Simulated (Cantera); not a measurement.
Feed: 1 mol PbO, a varied amount of O₂, 0.34 mol H₂, equilibrated at 1.30 mbar.

Cantera equilibrium calculation (NASA polynomials, part measured and part estimated; ideal gas, pure solids and liquids). Candidate condensed phases: H₂O, Pb, PbO, PbO₂, Pb₃O₄; 12 gas species. Mutual solubility and eutectic melting of coexisting phases are not modelled. Rates play no part.

Task: What condenses at these points (T in °C, n(O₂) in mol): (977, 0.072); (577, 0.072); (1077, 0.31); (1077, 0.19); (277, 0.01); (177, 0.5); (177, 0.19); (677, 0.01)?

Result: 
| T (°C) | n(O₂) in mol | condensed phases | Pb condensed (%) |
|---|---|---|---|
| 977 | 0.072 | PbO | 71.6 |
| 577 | 0.072 | Pb + PbO | 100.0 |
| 1077 | 0.31 | gas only | 0.0 |
| 1077 | 0.19 | gas only | 0.0 |
| 277 | 0.01 | Pb + PbO | 100.0 |
| 177 | 0.5 | Pb₃O₄ | 100.0 |
| 177 | 0.19 | PbO + Pb₃O₄ | 100.0 |
| 677 | 0.01 | Pb + PbO | 99.9 |
